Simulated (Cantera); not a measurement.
Input: 1 mol AlCl₃, 8.7 mol NH₃, 84 mol N₂, at 825 K and 1.00 bar.

Equilibrium computed with Cantera from the NASA thermochemical tables; the gas is ideal and each condensed phase is pure. Candidate condensed phases: Al, AlCl₃, AlN, NH₄Cl; 20 gas species. Kinetics and transport are ignored.

Base state: N₂ 0.859, H₂ 0.116, HCl 0.0225, AlCl₃ 0.00226, NH₃ 8.58e-5 (mole fractions); condensed: AlN(s).

Problem. What changes in the equilibrium state with this change: NH₃ from 8.7 to 1.2 mol?

Solution. 
```csv
species,before,after
N₂,0.859,0.966
H₂,0.116,0.0146
HCl,0.0225,0.0120
AlCl₃,0.00226,0.00725
NH₃,8.58e-5,4.06e-6
Al₂Cl₆,9.97e-6,0.000102
"AlN(s), mol",0.766,0.349
```
